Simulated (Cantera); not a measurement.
Input (Python, Cantera):

```python
import numpy as np
import cantera as ct

surf = ct.Interface("ptcombust.yaml", "Pt_surf")
gas = surf.adjacent["gas"]
gas.TPX = 300, 7000, {'CH4': 0.088, 'O2': 0.069, 'N2': 0.79}
jet = ct.ImpingingJet(gas=gas, width=0.089, surface=surf)
jet.inlet.mdot, jet.inlet.T, jet.inlet.X = 0.047, 300, {'CH4': 0.088, 'O2': 0.069, 'N2': 0.79}
jet.set_refine_criteria(ratio=10, slope=0.2, curve=0.3)
show, cover = ['CH4', 'O2', 'H2O', 'OH', 'CO', 'CO2'], ["PT(S)", "H(S)", "O(S)", "OH(S)", "CO(S)", "C(S)"]

rows = []
print(f"{'Ts/K':>7s}" + "".join(f"{s:>11s}" for s in show + cover) + "   (gas at the wall, coverages)")
for i, Ts in enumerate([950, 1000, 1050, 1100, 1150, 1200, 1250, 1300]):
    jet.surface.T = Ts
    if i == 0:
        surf.TP = Ts, 7000
        surf.coverages = "PT(S):0.5, O(S):0.5"
        surf.advance_coverages(1.0)
        jet.set_initial_guess(products="inlet")
    jet.solve(loglevel=0, auto=(i == 0))
    rows.append([*(jet.X[gas.species_index(s), -1] for s in show), *surf[cover].coverages])
    print(f"{Ts:7g}" + "".join(f"{x:11.3e}" for x in rows[-1]))
```

It prints:

```
   Ts/K        CH4         O2        H2O         OH         CO        CO2      PT(S)       H(S)       O(S)      OH(S)      CO(S)       C(S)   (gas at the wall, coverages)
    950  4.113e-02  1.024e-02  6.037e-02  3.410e-11  5.369e-02  1.756e-05  2.808e-01  1.782e-03  8.543e-08  3.526e-07  4.042e-02  6.770e-01
   1000  2.822e-02  6.611e-03  5.438e-02  9.873e-11  6.673e-02  3.091e-05  3.696e-01  2.220e-03  8.289e-08  3.838e-07  3.825e-02  5.900e-01
   1050  1.100e-02  2.582e-03  4.503e-02  2.876e-10  8.394e-02  1.638e-04  6.260e-01  3.002e-03  1.428e-07  6.061e-07  6.556e-02  3.055e-01
   1100  5.963e-03  1.497e-03  4.167e-02  1.009e-09  8.845e-02  7.829e-04  8.492e-01  3.067e-03  4.045e-07  1.028e-06  6.461e-02  8.310e-02
   1150  5.051e-03  1.317e-03  4.027e-02  3.192e-09  8.844e-02  1.852e-03  9.278e-01  2.738e-03  9.087e-07  1.390e-06  4.153e-02  2.789e-02
   1200  4.788e-03  1.282e-03  3.883e-02  9.004e-09  8.734e-02  3.439e-03  9.617e-01  2.402e-03  1.786e-06  1.717e-06  2.496e-02  1.090e-02
   1250  4.829e-03  1.323e-03  3.729e-02  2.270e-08  8.543e-02  5.455e-03  9.781e-01  2.121e-03  3.195e-06  2.016e-06  1.496e-02  4.860e-03
   1300  4.844e-03  1.351e-03  3.520e-02  5.099e-08  8.306e-02  8.146e-03  9.867e-01  1.880e-03  5.320e-06  2.272e-06  9.122e-03  2.323e-03
```

Computed with Cantera and Deutschmann's 1995 Pt surface mechanism with GRI-Mech 3.0 gas chemistry. Catalytic surfaces can have several steady states; this one follows from the mechanism file's or the stated starting coverage.
